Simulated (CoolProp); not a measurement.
Vapour-liquid equilibrium of R134a (1) + dimethyl ether (2) at 0.417 MPa; x and y are mole fractions of (1).

The numbers come from the multi-fluid Helmholtz-energy mixture model, Tillner-Roth 1994 and Wu 2011; pair parameters Bell 2016 in CoolProp.

Give the bubble temperature and the first vapour's composition at x = 0.05, 0.2, 0.95. Is there an azeotrope?

x = 0.05: 286.9 K, y = 0.043; x = 0.2: 287.5 K, y = 0.191; x = 0.95: 283.8 K, y = 0.962. y crosses x between x = 0.2 and 0.35: the model has an azeotrope there.

Pair parameters are fitted to limited data, so mixtures are less certain than the pure fluids.
